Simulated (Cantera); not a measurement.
An isothermal, constant-pressure homogeneous reactor starts with CH4 : H2 = 1 : 3.8 (molar parts), at 1800 K and 100000 Pa.

Cantera simulation using GRI-Mech 3.0 (53 species, 325 reactions); the numbers are that mechanism's predictions, not measurements. GRI-Mech 3.0 stops at C3 and has no aromatics, soot or wall deposition, so with more carbon than oxygen in the feed, carbon stays in small species such as C2H2 where larger ones or solid carbon would form.

One state of this run: x CH4 = 0.0140; x H2 = 0.905; x H = 0.000343; x C2H2 = 0.0789; x C2H4 = 0.00166; x CH2 = 4.54e-8; x CH3 = 0.000107. x: mole fraction; the columns are a selection and need not sum to one.

Task: Which value of t (s) does it belong to?
(A) 0.000446
(B) 0.0396
(C) 0.788
(D) 0.00199

Result: C, 0.788
